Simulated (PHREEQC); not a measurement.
Ultrapure water in contact with air or piping: an equilibrium model

Model water analysis in mg/L, 20 °C, pH 6.67, pe 2.2:

```json
[
 {"constituent": "Na", "mg/L": "0.0157"},
 {"constituent": "K", "mg/L": "0.00875"},
 {"constituent": "Ca", "mg/L": "0.0213"},
 {"constituent": "Mg", "mg/L": "0.00841"},
 {"constituent": "Cl", "mg/L": "0.00179"},
 {"constituent": "S(6) as SO4", "mg/L": "0.02"},
 {"constituent": "Alkalinity as HCO3", "mg/L": "0.384"},
 {"constituent": "N(-3) as NH4", "mg/L": "1.62e-05"},
 {"constituent": "Br", "mg/L": "0.000844"}
]
```

Valence states are taken as typed.

Computed with PHREEQC (ion-association model, phreeqc.dat).

Precipitation was switched off in this run.

**Question.** Predict the charge-balance error.

**Answer.** charge-balance error -41.7 %.

**Question.** In which forms is C present?

**Answer.** HCO3- 66 %, CO2 34 % of the C.
